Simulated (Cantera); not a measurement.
Feed: 1 mol Si, 5.4 mol NF3, 0.1 mol H2, equilibrated at 1200 K and 0.0110 bar.

Method: chemical equilibrium by Gibbs-energy minimisation in Cantera with the NASA 1993 tables (ideal gas, pure condensed phases). Candidate condensed phases: Si, Si3N4; 37 gas species. Equilibrium is a limit: real reactors are often held back by kinetics, nucleation or transport.

Base state: F 0.727, N2 0.174, SiF4 0.0643, F2 0.0220, HF 0.0129 (mole fractions); condensed: gas only.

Problem. What changes in the equilibrium state with this change: temperature from 1200 K to 1023.15 K?

Solution. 
```json
[
 {"species": "F", "before": "0.727", "after": "0.514"},
 {"species": "N2", "before": "0.174", "after": "0.203"},
 {"species": "F2", "before": "0.0220", "after": "0.193"},
 {"species": "SiF4", "before": "0.0643", "after": "0.0750"},
 {"species": "HF", "before": "0.0129", "after": "0.0150"},
 {"species": "NF3", "before": "4.66e-7", "after": "0.000120"}
]
```
